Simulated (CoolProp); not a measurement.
A closed Brayton cycle with nitrogen: compressor inlet 330.15 K and 2.3 MPa, high pressure 4.87 MPa, turbine inlet 635 K, compressor efficiency 0.85, turbine efficiency 0.93, recuperator effectiveness 0 (on enthalpy, no pinch check). Each further row changes one setting.

Computed with CoolProp (reference Helmholtz-energy equation of state, Span 2000).

```json
[
 {"case": "as stated", "thermal efficiency (%)": "[?]", "net work (kJ/kg)": "23.1", "compressor to turbine work": "0.81", "compressor exit (K)": "423.4", "turbine exit (K)": "523.6"},
 {"case": "turbine inlet 585 K", "thermal efficiency (%)": "7.7", "net work (kJ/kg)": "13.5", "compressor to turbine work": "0.88", "compressor exit (K)": "423.4", "turbine exit (K)": "481.5"},
 {"case": "compressor inlet 340.15 K", "thermal efficiency (%)": "9.3", "net work (kJ/kg)": "[?]", "compressor to turbine work": "[?]", "compressor exit (K)": "436.2", "turbine exit (K)": "523.6"},
 {"case": "high pressure 4.14 MPa", "thermal efficiency (%)": "8.7", "net work (kJ/kg)": "[?]", "compressor to turbine work": "0.77", "compressor exit (K)": "401.5", "turbine exit (K)": "546.0"},
 {"case": "recuperator effectiveness 0.5", "thermal efficiency (%)": "13.1", "net work (kJ/kg)": "23.1", "compressor to turbine work": "0.81", "compressor exit (K)": "423.4", "turbine exit (K)": "523.6"}
]
```

Question: Fill in the missing entries.

Answer: 
- as stated, thermal efficiency (%): 10.1
- compressor inlet 340.15 K, net work (kJ/kg): 20.1
- compressor inlet 340.15 K, compressor to turbine work: 0.83
- high pressure 4.14 MPa, net work (kJ/kg): 22.0
